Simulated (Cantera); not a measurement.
A closed system holds: 1 mol (CH3)2SiCl2, a varied amount of H2, held at 1950 °C and 10.0 mbar.

Method: chemical equilibrium by Gibbs-energy minimisation in Cantera with the NASA 1993 tables (ideal gas, pure condensed phases). Candidate condensed phases: C, C6H6, C7H8, C8H18, Si, SiC; 109 gas species. The feed counts by its element totals alone. The tables' values for SiCl are old estimates; treat these amounts as uncertain. Gases not in the tables: Si2H6 and higher silanes. The numbers say what is thermodynamically allowed, not how fast it happens.

Task: At 46 mol H2, list the 4 most abundant gas species with their mole fractions, and the condensed phases.

Result: H2 0.892, H 0.0606, HCl 0.0359, Si 0.00530. Condensed: C(graphite) + SiC(s).
